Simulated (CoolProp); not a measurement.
Vapour-liquid equilibrium of ethane (1) + n-perfluorobutane (2) at 206.3 K; x and y are mole fractions of (1).

Values from CoolProp's multi-fluid Helmholtz-energy mixture model, Bücker 2006 and Gao 2022; pair parameters Bell 2016.

| x | bubble pressure (MPa) | y at the bubble point | dew pressure at overall composition x (MPa) | liquid density (mol/L) |
|---|---|---|---|---|
| 0.05 | 0.04604 | 0.945 | 0.002713 | 7.874 |
| 0.15 | 0.1245 | 0.981 | 0.003032 | 8.372 |
| 0.25 | 0.1794 | 0.987 | 0.003436 | 8.926 |
| 0.35 | 0.2099 | 0.989 | 0.003964 | 9.548 |
| 0.45 | 0.2235 | 0.990 | 0.004683 | 10.25 |
| 0.55 | 0.2289 | 0.991 | 0.005721 | 11.07 |
| 0.65 | 0.2329 | 0.991 | 0.007350 | 12.01 |
| 0.75 | 0.2398 | 0.992 | 0.01028 | 13.13 |
| 0.85 | 0.2525 | 0.994 | 0.01707 | 14.49 |
| 0.95 | 0.2728 | 0.997 | 0.05038 | 16.16 |

No azeotrope shows between x = 0.05 and 0.95.

Pair parameters are fitted to limited data, so mixtures are less certain than the pure fluids. With so large a gap from Raoult's law the liquid may split in two, which this calculation doesn't test in full.
